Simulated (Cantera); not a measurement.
An isothermal, constant-pressure homogeneous reactor starts with 0.662 % C2H6, 99.3 % N2, at 1100 K and 0.0760 bar.

Detailed kinetics in Cantera: GRI-Mech 3.0 (53 species, 325 reactions). GRI-Mech 3.0 stops at C3 and has no aromatics, soot or wall deposition, so with more carbon than oxygen in the feed, carbon stays in small species such as C2H2 where larger ones or solid carbon would form.

x: mole fraction; the columns are a selection and need not sum to one.

| t (s) | x C2H6 | x H2 | x C2H4 | x C2H2 | x HCN | x H | x CH3 |
|---|---|---|---|---|---|---|---|
| 0.000200 | 0.00662 | 2.99e-11 | 6.24e-11 | <1e-12 | <1e-12 | 3.95e-11 | 4.22e-8 |
| 0.000812 | 0.00662 | 2.74e-9 | 3.59e-9 | <1e-12 | <1e-12 | 8.76e-10 | 1.68e-7 |
| 0.00330 | 0.00662 | 2.02e-7 | 2.17e-7 | <1e-12 | <1e-12 | [?] | 6.37e-7 |
| 0.0134 | 0.00661 | 1.12e-5 | 1.14e-5 | 1.19e-9 | <1e-12 | [?] | 2.02e-6 |
| 0.0544 | 0.00641 | 0.000198 | 0.000202 | 3.93e-7 | 3.61e-11 | [?] | 5.18e-6 |
| 0.221 | 0.00538 | 0.00117 | 0.00118 | 1.51e-5 | 1.04e-10 | [?] | 5.27e-6 |
| 0.896 | 0.00223 | 0.00434 | 0.00392 | 0.000281 | 1.66e-10 | [?] | 3.20e-6 |
| 3.64 | 9.66e-5 | 0.00766 | 0.00452 | 0.00170 | 1.93e-10 | [?] | 4.86e-7 |
| 14.8 | 3.99e-6 | 0.00896 | 0.00337 | 0.00292 | 1.93e-10 | [?] | 9.36e-8 |
| 60.0 | 9.21e-7 | 0.0101 | 0.00225 | 0.00404 | 1.93e-10 | [?] | 4.41e-8 |

Question: What belongs in the gaps?

Answer: 
- 0.00330, x H: 1.52e-8
- 0.0134, x H: 1.80e-7
- 0.0544, x H: 4.81e-7
- 0.221, x H: 5.79e-7
- 0.896, x H: 7.74e-7
- 3.64, x H: 3.89e-7
- 14.8, x H: 9.12e-8
- 60.0, x H: 4.73e-8
